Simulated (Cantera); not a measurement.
Feed: 1 mol SiH2Cl2, 22 mol N2, at 0.560 bar.

These are equilibrium values from Cantera (NASA tables, ideal gas, pure condensed phases), not measurements of a reactor. Candidate condensed phases: NH4Cl, Si, Si3N4; 28 gas species. N2 is the only nitrogen source here; it is nearly inert below about 1500 K, so the nitride shown seldom forms there in practice. The numbers say what is thermodynamically allowed, not how fast it happens.

Problem. What share of the Si ends up in condensed phases as a function of T (K), at 1200, 1275, 1350, 1425, 1500, 1575, 1650, 1725, 1800, 1875, 1950, 2025?

Solution. 
```csv
T (K),Si condensed (%),as
1200,83.2,Si3N4(s)
1275,83.6,Si3N4(s)
1350,83.7,Si3N4(s)
1425,83.2,Si3N4(s)
1500,81.3,Si3N4(s)
1575,77.2,Si3N4(s)
1650,70.6,Si3N4(s)
1725,62.2,Si3N4(s)
1800,53.3,Si3N4(s)
1875,44.7,Si3N4(s)
1950,37.0,Si3N4(s)
2025,30.3,Si3N4(s)
```
